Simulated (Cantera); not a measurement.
An isothermal plug-flow reactor at 850 K and 0.510 bar (inlet), inlet velocity 0.11 m/s, active area per volume 4100 1/m; feed CO : O₂ : N₂ : H₂O = 0.0064 : 0.014 : 0.79 : 0.027 (molar parts).

Computed with Cantera and Deutschmann's 1995 Pt surface mechanism with GRI-Mech 3.0 gas chemistry. Catalytic surfaces can have several steady states; this one follows from the mechanism file's or the stated starting coverage. Mass transfer to the wall is taken as infinitely fast.

**Question.** What does this change do: temperature 850 to 500 K?

**Answer.** 
| quantity | before | after |
|---|---|---|
| x(CO) at z = 0.068 m | <1e-12 | 0.00683 |
| x(O₂) at z = 0.068 m | 0.0129 | 0.0163 |
| x(H₂O) at z = 0.068 m | 0.0324 | 0.0323 |
| x(CO₂) at z = 0.068 m | 0.00767 | 0.000815 |
| θ(free Pt) at the exit | 0.154 | 0.00106 |
| θ(O*) at the exit | 0.843 | 0.00143 |
